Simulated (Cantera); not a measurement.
Equilibrium for halide evaporation, hydrolysis and transport: NaCl + N2 + Cl2

Input: 1 mol NaCl, 84 mol N2, 0.031 mol Cl2, at 72.0 Torr.

These are equilibrium values from Cantera (NASA tables, ideal gas, pure condensed phases), not measurements of a reactor. Candidate condensed phases: Na, NaCl; 8 gas species. The numbers say what is thermodynamically allowed, not how fast it happens.

At 1048 K the condensed part is NaCl(s). From 1148 K to 1748 K nothing is condensed. The main Na-bearing gas is NaCl throughout.

```
T (K)   x N2   x NaCl  x Na2Cl2      x Cl     x Cl2      x Na  n NaCl(s)
-----  -----  -------  --------  --------  --------  --------  ---------
1048   0.997  0.00209  0.000901   4.62e-5  0.000345    <1e-12      0.672
1148   0.990  0.00806   0.00186  0.000148  0.000291  9.04e-12          0
1248   0.988   0.0105  0.000609  0.000343  0.000193  1.66e-10          0
1348   0.988   0.0114  0.000175  0.000559   8.52e-5   2.16e-9          0
1448   0.988   0.0116   5.48e-5  0.000676   2.65e-5   2.36e-8          0
1548   0.988   0.0117   1.95e-5  0.000714   7.66e-6   2.10e-7          0
1648   0.988   0.0117   7.83e-6  0.000726   2.41e-6   1.48e-6          0
1748   0.988   0.0117   3.49e-6  0.000735   8.61e-7   8.34e-6          0
```
x: gas mole fraction; n: condensed amount in mol.
